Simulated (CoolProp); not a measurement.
The fluid at 425.77 K and 5.24 MPa flows at 0.73 m/s in a round tube of 20 mm bore and 1.5 µm roughness, fully developed (64/Re and Nu = 3.66 if laminar; Colebrook and Gnielinski if turbulent). The same conditions are run with several fluids, on thermodynamics alone (safety and materials aside).

The numbers come from the reference Helmholtz-energy equation of state of each fluid (C3F8 (R218): Lemmon 2006; R507A: Lemmon 2003; propane: Lemmon 2009; R125: Lemmon 2005; R227EA: Lemmon 2016) in CoolProp. Blends and air are pseudo-pure fits.

```
fluid        Reynolds number  Darcy friction factor  pressure drop (Pa/m)  heat-transfer coefficient (W/(m² K))  mass flow (kg/h)
-----------  ---------------  ---------------------  --------------------  ------------------------------------  ----------------
C3F8 (R218)           209000                 0.0161                  87.1                                   690               335
R507A                 126000                 0.0176                  45.5                                   411               160
propane                93800                 0.0186                  23.4                                   478              78.0
R125                  148000                 0.0171                  52.1                                   432               189
R227EA                237000                 0.0158                  97.3                                   965               382
```

Transport values come from each fluid's own correlations; those of C3F8 (R218), R227EA are estimates that may be off by 10 % or more.
